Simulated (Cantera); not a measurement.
Cantera run, input and output.

```python
import numpy as np
import cantera as ct

gas = ct.Solution("gri30.yaml")
gas.TPX = 1325, 29000, {'N2O': 1, 'N2': 0.53}
inlet = ct.Reservoir(gas, clone=True)

reactor = ct.IdealGasConstPressureReactor(gas, energy="off", clone=False)
exhaust = ct.Reservoir(gas, clone=True)
tau = [29, 8.9, 2.7, 0.85, 0.26, 0.082, 0.025, 0.0078][0]
for a, b in ((inlet, reactor), (reactor, exhaust)):
    ct.MassFlowController(a, b, mdot=lambda t: reactor.mass / tau)
net = ct.ReactorNet([reactor])
show = ['N2O', 'N2', 'NO2', 'NO', 'O']

rows = []
print(f"{'tau/s':>10s}{'T/K':>9s}" + "".join(f"{s:>11s}" for s in show))
for tau in [29, 8.9, 2.7, 0.85, 0.26, 0.082, 0.025, 0.0078]:
    net.initial_time = 0.0
    net.advance(30 * tau)
    before = gas.X
    net.advance(40 * tau)
    drift = np.max(np.abs(gas.X - before) / (gas.X + 1e-9))
    rows.append([gas.T, *gas[show].X, drift])
    print(f"{tau:10.3e}{gas.T:9.1f}" + "".join(f"{x:11.3e}" for x in gas[show].X))
```

It prints:

```
     tau/s      T/K        N2O         N2        NO2         NO          O
 2.900e+01   1325.0  1.638e-02  7.237e-01  1.130e-04  3.960e-02  3.607e-06
 8.900e+00   1325.0  4.493e-02  7.003e-01  1.393e-04  5.078e-02  5.492e-06
 2.700e+00   1325.0  1.158e-01  6.542e-01  1.459e-04  5.463e-02  7.554e-06
 8.500e-01   1325.0  2.526e-01  5.737e-01  1.177e-04  4.514e-02  9.086e-06
 2.600e-01   1325.0  4.340e-01  4.703e-01  6.497e-05  2.586e-02  9.906e-06
 8.200e-02   1325.0  5.625e-01  3.977e-01  2.540e-05  1.090e-02  1.022e-05
 2.500e-02   1325.0  6.227e-01  3.638e-01  7.107e-06  3.718e-03  1.032e-05
 7.800e-03   1325.0  6.436e-01  3.520e-01  1.470e-06  1.201e-03  1.033e-05
```

Detailed kinetics in Cantera: GRI-Mech 3.0 (53 species, 325 reactions). GRI-Mech 3.0 was tuned for natural gas; its chemistry of N2O as a main component is partial and can be far from experiment. The mechanism lacks the step 2 NO + O2 → 2 NO2, which can matter for NO2 below about 1400 K. The temperature is held fixed by assumption; the heat of reaction is taken as removed at once.
